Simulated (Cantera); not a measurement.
A closed system holds: 1 mol NH3, 0.14 mol SO2, 0.25 mol O2, at 1675 K and 62000 Pa.

Cantera equilibrium calculation (NASA polynomials, part measured and part estimated; ideal gas, pure solids and liquids). Candidate condensed phases: H2O, H2SO4, S; 35 gas species. Kinetics and transport are ignored.

Base state: H2O 0.382, H2 0.314, N2 0.247, H2S 0.0437, S2 0.0109, SH 0.00176, SO2 0.00135, SO 0.000318 (mole fractions); condensed: gas only.

**Question.** What changes in the equilibrium state with this change: temperature from 1675 K to 2448 K?

**Answer.** 
```
species    before     after
-------  --------  --------
H2          0.314     0.369
H2O         0.382     0.320
N2          0.247     0.236
H2S        0.0437   0.00579
H         8.26e-5    0.0154
SO       0.000318    0.0154
SO2       0.00135    0.0150
S2         0.0109   0.00834
O         1.03e-9   7.17e-5
O2          <1e-9   2.56e-5
NO        7.66e-8  0.000127
OH        4.86e-6   0.00260
```
